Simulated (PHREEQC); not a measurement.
0.05 mol of Zn5(OH)8Cl2 (Zn5(OH)8Cl2) is brought to equilibrium with 1 kg of water holding 10 mmol/kgw NaCl, at 25 °C, the pH being set by adding NaOH or HCl. Oxygen alone is held at its pressure in air (log pO2 = -0.68). The system is closed to CO2. The run lets Zn5(OH)8Cl2, Zn(OH)2-e precipitate or redissolve, and no other solid.

Base run: PHREEQC, ion-association model, wateq4f.dat. Each further column changes one thing. The table gives Zn+2 (mol/kgw).

| pH | base | all activity coefficients set to 1 | Davies equation for every ion |
|---|---|---|---|
| 3 | 0.186 | 0.111 | 0.173 |
| 3.67 | 0.186 | 0.111 | 0.173 |
| 4.33 | 0.186 | 0.111 | 0.173 |
| 5.67 | 0.186 | ? | 0.173 |
| 6.33 | 0.0300 | 0.0137 | 0.0319 |
| 7 | 0.00291 | ? | 0.00300 |
| 7.67 | 0.000236 | 0.000145 | ? |
| 8.33 | 1.67e-5 | 6.95e-6 | 1.78e-5 |
| 9.67 | 3.74e-8 | ? | 4.02e-8 |
| 10.33 | 1.79e-9 | ? | 1.92e-9 |
| 11 | 8.20e-11 | 3.19e-11 | ? |

**Question.** Complete the blanks.

**Answer.** 
- 5.67, all activity coefficients set to 1: 0.0797
- 7, all activity coefficients set to 1: 0.00176
- 7.67, Davies equation for every ion: 0.000243
- 9.67, all activity coefficients set to 1: 1.46e-8
- 10.33, all activity coefficients set to 1: 6.97e-10
- 11, Davies equation for every ion: 8.82e-11
